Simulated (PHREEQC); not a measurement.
Synthetic water in mg/L, 10 °C, pH 2.78, pe 12.1:

| constituent | mg/L |
|---|---|
| Na | 164 |
| K | 0.397 |
| Ca | 428 |
| Mg | 476 |
| Cl | 540 |
| S(6) as SO4 | 3140 |
| Cd | 12.1 |
| Fe(3) | 18.4 |

Na is adjusted to close the charge balance.
Valence states are taken as typed.

Model: ion-association model, wateq4f.dat, run in PHREEQC.

No solid was allowed to form.

Problem. Predict the ionic strength.

Solution. ionic strength 0.0987 mol/kgw.

Problem. In which forms is Cd present?

Solution. Cd+2 40 %, CdSO4 31 %, CdCl+ 21 %, Cd(SO4)2-2 7.8 %, CdCl2 0.7 % of the Cd.

Examples of supersaturated solids here: Hematite (slow to form), Goethite (slow to form). Others may be too. Away from 25 °C the constants follow the database's enthalpies or fits; those with neither stay at their 25 °C values.
